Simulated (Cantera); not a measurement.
Input: 1 mol V, 0.17 mol N2, equilibrated at 0.398 Torr.

Method: chemical equilibrium by Gibbs-energy minimisation in Cantera with the NASA 1993 tables (ideal gas, pure condensed phases). Candidate condensed phases: V, VN; 4 gas species. Condensed phases not in the tables: V2N, N, O or C dissolved in the metal. Equilibrium is a limit: real reactors are often held back by kinetics, nucleation or transport.

x: gas mole fraction; n: condensed amount in mol.

```tsv
T (K)	x N2	x V	x VN	x N	n V(s)	n V(l)
2098	0.982	0.0178	___	1.50e-7	0.997	0
2123	0.975	0.0250	___	2.06e-7	0.996	0
2148	0.965	0.0348	___	2.82e-7	0.994	0
2173	0.952	0.0480	___	3.81e-7	0.991	0
2198	0.935	0.0655	___	5.11e-7	0	0.988
2223	0.912	0.0878	___	6.79e-7	0	0.984
2248	0.883	0.117	___	8.92e-7	0	0.977
2273	0.845	0.155	___	1.16e-6	0	0.969
2298	0.797	0.203	___	1.48e-6	0	0.957
2323	0.734	0.266	___	1.87e-6	0	0.939
2348	0.655	0.345	___	2.30e-6	0	0.911
2373	0.555	0.445	___	2.74e-6	0	0.864
2398	0.429	0.571	1.36e-5	3.10e-6	0	0.773
2423	0.270	0.730	1.38e-5	3.16e-6	0	0.541
```

### Question
Fill in the missing entries.

### Answer

- 2098, x VN: 6.45e-7
- 2123, x VN: 9.02e-7
- 2148, x VN: 1.25e-6
- 2173, x VN: 1.71e-6
- 2198, x VN: 2.31e-6
- 2223, x VN: 3.06e-6
- 2248, x VN: 4.01e-6
- 2273, x VN: 5.19e-6
- 2298, x VN: 6.63e-6
- 2323, x VN: 8.31e-6
- 2348, x VN: 1.02e-5
- 2373, x VN: 1.21e-5
